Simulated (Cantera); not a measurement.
Input (Python, Cantera) and output of one run.

```python
import numpy as np
import cantera as ct

gas_names = """
    CL CL2 H HCL H2 Si SiCL SiCL2 SiCL3 SiCL4 SiH SiHCL3 SiH2 SiH2CL2 SiH3 SiH3CL SiH4 Si2 Si3
""".split()
cond_names = """
    Si(cr) Si(L)
""".split()


# ... load() reads the species with a 1 bar reference pressure and builds the phases ...
atoms = {
    'SiCl4': {'Si': 1, 'CL': 4},
    'HCl': {'H': 1, 'CL': 1},
    'H2': {'H': 2},
}
top_T = {}  # K; cautious upper limits of use, not melting points


# ... equilibrate(T, P, feed) seeds the gas with the atoms and calls Mixture.equilibrate('TP', solver="vcs", rtol=1e-11, max_steps=5000) ...
results = []
feed = {'SiCl4': 1, 'HCl': 0.68, 'H2': 22}  # mol
P = 100000  # Pa
for T in [1500, 1550, 1600, 1650, 1700, 1750, 1800, 1850, 1900, 1950, 2000]:
    mix = equilibrate(T, P, feed)
    results.append((T, P, feed, dict(zip(mix.species_names, mix.species_moles))))
    x = sorted(zip(gas.X, gas.species_names), reverse=True)
    print(f"T = {T:g} K  P = {P:g} Pa  gas = {mix.phase_moles(0):.4g} mol")
    print("   x: " + "  ".join(f"{s} {v:.3e}" for v, s in x if v > 0.0001))
    print("   condensed (mol): " + ("  ".join(f"{mix.phase(i).name} {mix.phase_moles(i):.4g}"
          for i in range(1, mix.n_phases) if mix.phase_moles(i) > 1e-12) or "none"))
```

Result:

```
T = 1500 K  P = 100000 Pa  gas = 24.36 mol
   x: H2 8.688e-01  HCL 9.017e-02  SiCL2 2.503e-02  SiCL3 6.031e-03  SiCL4 4.615e-03  SiHCL3 4.605e-03  SiH2CL2 7.308e-04
   condensed (mol): none
T = 1550 K  P = 100000 Pa  gas = 24.45 mol
   x: H2 8.637e-01  HCL 9.542e-02  SiCL2 2.890e-02  SiCL3 5.416e-03  SiHCL3 3.146e-03  SiCL4 2.827e-03  SiH2CL2 5.711e-04
   condensed (mol): none
T = 1600 K  P = 100000 Pa  gas = 24.52 mol
   x: H2 8.599e-01  HCL 9.923e-02  SiCL2 3.188e-02  SiCL3 4.656e-03  SiHCL3 2.096e-03  SiCL4 1.675e-03  SiH2CL2 4.380e-04
   condensed (mol): none
T = 1650 K  P = 100000 Pa  gas = 24.57 mol
   x: H2 8.573e-01  HCL 1.019e-01  SiCL2 3.408e-02  SiCL3 3.898e-03  SiHCL3 1.382e-03  SiCL4 9.785e-04  SiH2CL2 3.335e-04
   condensed (mol): none
T = 1700 K  P = 100000 Pa  gas = 24.6 mol
   x: H2 8.555e-01  HCL 1.037e-01  SiCL2 3.565e-02  SiCL3 3.218e-03  SiHCL3 9.127e-04  SiCL4 5.719e-04  SiH2CL2 2.540e-04  H 1.363e-04
   condensed (mol): none
T = 1750 K  P = 100000 Pa  gas = 24.62 mol
   x: H2 8.542e-01  HCL 1.050e-01  SiCL2 3.677e-02  SiCL3 2.644e-03  SiHCL3 6.079e-04  SiCL4 3.378e-04  H 2.150e-04  SiH2CL2 1.946e-04
   condensed (mol): none
T = 1800 K  P = 100000 Pa  gas = 24.64 mol
   x: H2 8.532e-01  HCL 1.059e-01  SiCL2 3.757e-02  SiCL3 2.174e-03  SiHCL3 4.101e-04  H 3.307e-04  SiCL4 2.028e-04  SiH2CL2 1.503e-04
   condensed (mol): none
T = 1850 K  P = 100000 Pa  gas = 24.65 mol
   x: H2 8.524e-01  HCL 1.065e-01  SiCL2 3.814e-02  SiCL3 1.794e-03  H 4.974e-04  SiHCL3 2.809e-04  SiCL4 1.242e-04  SiH2CL2 1.172e-04
   condensed (mol): none
T = 1900 K  P = 100000 Pa  gas = 24.66 mol
   x: H2 8.508e-01  HCL 1.088e-01  SiCL2 3.764e-02  SiCL3 1.480e-03  H 7.319e-04  SiHCL3 1.942e-04
   condensed (mol): Si(L) 0.02219
T = 1950 K  P = 100000 Pa  gas = 24.67 mol
   x: H2 8.491e-01  HCL 1.111e-01  SiCL2 3.696e-02  SiCL3 1.227e-03  H 1.056e-03  SiHCL3 1.363e-04  SiCL 1.092e-04  CL 1.036e-04
   condensed (mol): Si(L) 0.04584
T = 2000 K  P = 100000 Pa  gas = 24.69 mol
   x: H2 8.474e-01  HCL 1.132e-01  SiCL2 3.622e-02  H 1.497e-03  SiCL3 1.024e-03  SiCL 1.592e-04  CL 1.490e-04
   condensed (mol): Si(L) 0.06779
```

Method: chemical equilibrium by Gibbs-energy minimisation in Cantera with the NASA 1993 tables (ideal gas, pure condensed phases). The tables' values for SiCl3, SiCl are old estimates; treat these amounts as uncertain. Gases not in the tables: Si2H6 and higher silanes.
